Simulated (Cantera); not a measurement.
Charge: 1 mol Ti(OiPr)₄, 3.4 mol H₂O, equilibrated at 2173.15 K and 310 Pa.

Cantera equilibrium calculation (NASA polynomials, part measured and part estimated; ideal gas, pure solids and liquids). Candidate condensed phases: C, C₆H₆, C₇H₈, C₈H₁₈, H₂O, Ti, TiC, TiO, TiO₂, Ti₂O₃, Ti₃O₅, Ti₄O₇; 113 gas species. The feed counts by its element totals alone. TiC: taken at fixed stoichiometry. Equilibrium is a limit: real reactors are often held back by kinetics, nucleation or transport.

Q: What is the equilibrium state?

A: 
```json
{
  "x(H₂)": "0.641",
  "x(CO)": "0.288",
  "x(H)": "0.0695",
  "x(C₂H₂ (acetylene))": "0.00142",
  "x(Ti)": "5.35e-6",
  "x(C₂H)": "4.93e-6",
  "x(C₄H₂)": "1.27e-6",
  "n(C(graphite))": "3.53 mol",
  "n(TiC(s))": "1.000 mol",
  "gas_amount": "25.69 mol",
  "log10 activity of Ti(l) (absent)": "-3.68",
  "log10 activity of Ti₂O₃(l) (absent)": "-15.47",
  "log10 activity of Ti₃O₅(l) (absent)": "-25.56"
}
```
